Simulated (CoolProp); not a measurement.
A closed Brayton cycle with dry air: compressor inlet 308.15 K and 1.8 MPa, high pressure 3.52 MPa, turbine inlet 980 K, compressor efficiency 0.85, turbine efficiency 0.9, recuperator effectiveness 0 (on enthalpy, no pinch check). Each further row changes one setting.

Values from CoolProp's reference Helmholtz-energy equation of state, Lemmon 2000. It is a pseudo-pure fit of the blend.

| case | thermal efficiency (%) | net work (kJ/kg) | compressor to turbine work | compressor exit (K) | turbine exit (K) |
|---|---|---|---|---|---|
| as stated | 12.5 | 80.4 | 0.49 | 385.0 | 840.9 |
| turbine inlet 930 K | 12.3 | 72.2 | 0.52 | 385.0 | … |
| compressor inlet 318.15 K | 12.3 | 77.8 | 0.51 | 397.4 | 840.9 |
| high pressure 2.99 MPa | 9.7 | 64.6 | … | 365.0 | … |
| recuperator effectiveness 0.5 | 20.0 | 80.4 | 0.49 | 385.0 | 840.9 |

**Question.** What belongs in the gaps?

**Answer.** 
- turbine inlet 930 K, turbine exit (K): 796.9
- high pressure 2.99 MPa, compressor to turbine work: 0.47
- high pressure 2.99 MPa, turbine exit (K): 872.9
